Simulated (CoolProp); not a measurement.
Vapour-liquid equilibrium of n-heptane (1) + p-xylene (2) at 389 K; x and y are mole fractions of (1).

Computed with CoolProp (multi-fluid Helmholtz-energy mixture model, Span 2003 and Zhou 2012; pair parameters Bell 2016).

```csv
x,bubble pressure (MPa),y at the bubble point,dew pressure at overall composition x (MPa),liquid density (mol/L)
0.05,0.06089,0.164,0.05544,7.223
0.2,0.08118,0.460,0.06286,7.002
0.35,0.09886,0.627,0.07239,6.790
0.5,0.1149,0.743,0.08491,6.586
0.65,0.1301,0.833,0.1017,6.389
0.8,0.1449,0.909,0.1243,6.200
0.95,0.1598,0.978,0.1536,6.019
```

No azeotrope shows between x = 0.05 and 0.95.

Pair parameters are fitted to limited data, so mixtures are less certain than the pure fluids.
